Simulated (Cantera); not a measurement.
Feed: 1 mol C, 0.033 mol CO₂, equilibrated at 0.100 bar.

Equilibrium computed with Cantera from the NASA thermochemical tables; the gas is ideal and each condensed phase is pure. Candidate condensed phases: C; 23 gas species. Ions and electrons are included (thermal ionisation). Kinetics and transport are ignored.

x: gas mole fraction; n: condensed amount in mol.

```
T (K)    x CO       x C     x C₃      x C₂      x C₅      x C₄      x e-  n C(graphite)
-----  ------  --------  -------  --------  --------  --------  --------  -------------
3000    0.996  0.000507  0.00312  0.000317   5.71e-5   1.05e-5  3.89e-10          0.966
3250    0.954       ___      ___       ___       ___       ___       ___          0.958
3500    0.623    0.0297    0.292    0.0327    0.0195   0.00340   6.95e-8          0.852
3750    0.156     0.105    0.597     0.101    0.0325   0.00799   4.84e-7              0
4000      ___       ___      ___       ___       ___       ___       ___              0
4250    0.111     0.438    0.273     0.173   0.00288   0.00242   9.69e-6              0
4500   0.0876     0.654    0.110     0.147  0.000399  0.000679   3.06e-5              0
4750   0.0738     0.802   0.0306    0.0933   3.12e-5  0.000117   7.83e-5              0
5000   0.0680     0.873  0.00722    0.0509   1.93e-6   1.63e-5  0.000173              0
```

Q: What belongs in the gaps?

A: 
- 3250, x C: 0.00455
- 3250, x C₃: 0.0362
- 3250, x C₂: 0.00387
- 3250, x C₅: 0.00133
- 3250, x C₄: 0.000237
- 3250, x e-: 6.40e-9
- 4000, x CO: 0.136
- 4000, x C: 0.236
- 4000, x C₃: 0.461
- 4000, x C₂: 0.149
- 4000, x C₅: 0.0117
- 4000, x C₄: 0.00522
- 4000, x e-: 2.44e-6
